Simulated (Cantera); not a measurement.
A counterflow diffusion flame at 97000 Pa, nozzles 20 mm apart: fuel side 100 % H2 at 473 K, oxidiser side 18.0 % O2, 82.0 % N2 at 548 K, fuel mass flux 0.25 times the oxidiser's; mixture-averaged transport, no radiation.

Computed with Cantera and the H2/O2 subset of GRI-Mech 3.0, which has no nitrogen chemistry. The maximum strain rate includes the flame's own expansion and is several times the mean.

x: mole fraction; the columns are a selection and need not sum to one.

| oxidiser flux (kg/m²/s) | max strain (1/s) | mean strain (1/s) | T max (K) | peak x OH | peak x H | peak x H2O | peak x HO2 |
|---|---|---|---|---|---|---|---|
| 0.58 | 815 | 193 | 2302 | 0.0163 | 0.0168 | 0.245 | 5.38e-5 |
| 0.73 | … | 243 | 2272 | 0.0163 | 0.0183 | 0.243 | … |
| 0.91 | 1260 | 303 | 2243 | 0.0164 | 0.0198 | 0.242 | 7.00e-5 |
| 1.1 | … | 366 | 2219 | 0.0165 | 0.0212 | 0.240 | … |
| 1.4 | 1920 | 466 | 2193 | 0.0166 | 0.0233 | 0.239 | 8.62e-5 |
| 1.8 | 2460 | 600 | 2148 | 0.0163 | 0.0251 | 0.237 | 9.57e-5 |
| 2.2 | 2990 | 733 | 2114 | 0.0161 | 0.0268 | 0.236 | 0.000104 |
| 2.8 | 3770 | 933 | 2076 | 0.0159 | 0.0290 | 0.234 | 0.000115 |
| 3.5 | 4720 | 1170 | 2038 | 0.0156 | 0.0311 | 0.232 | 0.000124 |

Q: Some entries are withheld; supply them.

A: 
- 0.73, max strain (1/s): 1020
- 0.73, peak x HO2: 6.21e-5
- 1.1, max strain (1/s): 1520
- 1.1, peak x HO2: 7.72e-5
